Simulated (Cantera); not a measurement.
A closed system holds: 1 mol CO, 6.1 mol H2, 0.63 mol N2, at 2623 K and 1.10 mbar.

Equilibrium computed with Cantera from the NASA thermochemical tables; the gas is ideal and each condensed phase is pure. Rates play no part.

```csv
species,before,after
H2,0.237,0.783
CO,0.0894,0.128
N2,0.0563,0.0807
H,0.618,0.00604
CH4,<1e-9,0.000137
NH3,<1e-9,6.88e-5
C2H2 (acetylene),<1e-9,3.10e-5
CH3,<1e-9,1.85e-5
H2O,1.53e-6,0.00146
CO2,8.85e-8,3.65e-5
```
Gas species are given as mole fractions.

Q: What was changed between the two runs?
(A) pressure from 1.10 mbar to 10.0 mbar
(B) pressure from 1.10 mbar to 1.00 bar
(C) pressure from 1.10 mbar to 38.0 bar
(D) temperature from 2623 K to 1325 K

A: C, pressure from 1.10 mbar to 38.0 bar. The ideal-gas law is rough above about 30 bar
